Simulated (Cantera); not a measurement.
A closed system holds: 1 mol HI, 0.31 mol O2, at 2075 K.

Equilibrium computed with Cantera from the NASA thermochemical tables; the gas is ideal and each condensed phase is pure. Candidate condensed phases: H2O, I2; 12 gas species. The ideal-gas law is rough above about 30 bar. The numbers say what is thermodynamically allowed, not how fast it happens.

x: gas mole fraction; nothing condenses.

```json
[
 {"P (Pa)": "10", "x I": "0.586", "x H2O": "0.205", "x I2": "7.08e-7", "x H": "0.0565", "x O2": "0.0514", "x H2": "0.0450", "x OH": "0.0294", "x O": "0.0264", "x HI": "0.000621"},
 {"P (Pa)": "120", "x I": "0.623", "x H2O": "0.278", "x I2": "9.62e-6", "x H": "0.0107", "x O2": "0.0424", "x H2": "0.0194", "x OH": "0.0175", "x O": "0.00693", "x HI": "0.00150"},
 {"P (Pa)": "1400", "x I": "0.633", "x H2O": "0.304", "x I2": "(withheld)", "x H": "(withheld)", "x O2": "0.0392", "x H2": "(withheld)", "x OH": "(withheld)", "x O": "(withheld)", "x HI": "(withheld)"},
 {"P (Pa)": "17000", "x I": "0.633", "x H2O": "0.313", "x I2": "(withheld)", "x H": "(withheld)", "x O2": "0.0393", "x H2": "(withheld)", "x OH": "(withheld)", "x O": "(withheld)", "x HI": "(withheld)"},
 {"P (Pa)": "210000", "x I": "0.610", "x H2O": "0.319", "x I2": "0.0161", "x H": "4.27e-5", "x O2": "0.0412", "x H2": "0.000541", "x OH": "0.00288", "x O": "0.000163", "x HI": "0.0103"},
 {"P (Pa)": "2500000", "x I": "0.472", "x H2O": "0.350", "x I2": "0.115", "x H": "6.78e-6", "x O2": "0.0464", "x H2": "0.000162", "x OH": "0.00167", "x O": "5.02e-5", "x HI": "0.0150"},
 {"P (Pa)": "30000000", "x I": "0.221", "x H2O": "0.411", "x I2": "0.301", "x H": "1.10e-6", "x O2": "0.0533", "x H2": "5.11e-5", "x OH": "0.00101", "x O": "1.55e-5", "x HI": "0.0136"}
]
```

**Question.** Fill in the missing entries.

**Answer.** 
- 1400, x I2: 0.000116
- 1400, x H: 0.00181
- 1400, x H2: 0.00647
- 1400, x OH: 0.00972
- 1400, x O: 0.00195
- 1400, x HI: 0.00301
- 17000, x I2: 0.00140
- 17000, x H: 0.000282
- 17000, x H2: 0.00191
- 17000, x OH: 0.00528
- 17000, x O: 0.000561
- 17000, x HI: 0.00569
